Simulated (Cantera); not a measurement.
An isothermal, constant-pressure homogeneous reactor starts with 3.01 % H2, 97.0 % O2, equivalence ratio 0.015, at 1275 K and 0.0133 bar.

Cantera simulation using GRI-Mech 3.0 (53 species, 325 reactions); the numbers are that mechanism's predictions, not measurements. Radical loss at walls, strong at low pressure, is not modelled.

x: mole fraction; the columns are a selection and need not sum to one.

```
t (s)         x H2   x O2    x H2O2      x OH       x O     x HO2     x H2O
--------  --------  -----  --------  --------  --------  --------  --------
7.00e-6     0.0301  0.970    <1e-12  7.32e-11  7.40e-11  7.12e-10  1.82e-12
1.90e-5     0.0301  0.970    <1e-12  4.67e-10  4.80e-10   1.93e-9  3.23e-11
5.15e-5     0.0301  0.970    <1e-12   2.53e-9   2.73e-9   5.24e-9  5.05e-10
0.000140    0.0301  0.970  4.45e-12   1.19e-8   1.41e-8   1.42e-8   6.69e-9
0.000378    0.0301  0.970  3.22e-11   8.16e-8   1.08e-7   3.87e-8   1.03e-7
0.00103     0.0301  0.970  2.35e-10         …         …         …         …
0.00278    0.00574  0.950   1.43e-7   0.00516    0.0155   2.33e-6    0.0197
0.00755   0.000323  0.945   4.67e-8   0.00269    0.0223   1.78e-6    0.0271
0.0205           …  0.948   4.63e-8   0.00252         …   1.70e-6    0.0275
0.0555    0.000199  0.955   4.46e-8   0.00212    0.0133   1.49e-6    0.0284
0.150      9.31e-5  0.963   3.81e-8   0.00146   0.00605   1.06e-6    0.0294
0.408      2.55e-5  0.967   2.48e-8  0.000765   0.00164   5.27e-7    0.0301
1.11       4.96e-6  0.969   1.14e-8  0.000338  0.000317   1.76e-7    0.0303
3.00       9.26e-7  0.969   4.05e-9  0.000146   5.91e-5   4.80e-8    0.0305
```

Task: Complete the blanks.

Result: 
- 0.00103, x OH: 4.21e-6
- 0.00103, x O: 5.73e-6
- 0.00103, x HO2: 1.16e-7
- 0.00103, x H2O: 7.23e-6
- 0.0205, x H2: 0.000282
- 0.0205, x O: 0.0192
